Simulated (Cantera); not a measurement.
A diamond (100) surface in a fixed gas of H2 with x(CH4) = 0.016, x(H) = 0.0038, at 1048 K, 173 Torr; coverages are run to steady state.

Cantera simulation using the Harris–Goodwin 1993 mechanism for the reconstructed diamond (100) surface; the numbers are that mechanism's predictions, not measurements.

One state of this run: growth (µm/h) = 5.44; θ c6HH = 0.552; θ c6H* = 0.0227; θ c6*H = 0.406; θ c6** = 0.0131; θ c6HM = 0.00429. θ: site fractions in the mechanism's names (c6HH fully hydrogenated, c6H* and c6*H radical sites, c6** diradical, c6HM methylated).

**Question.** Which value of x(CH3) does it belong to?
A) 6.2e-06
B) 3.8e-05
C) 0.00059
D) 1.5e-05

**Answer.** B, 3.8e-05
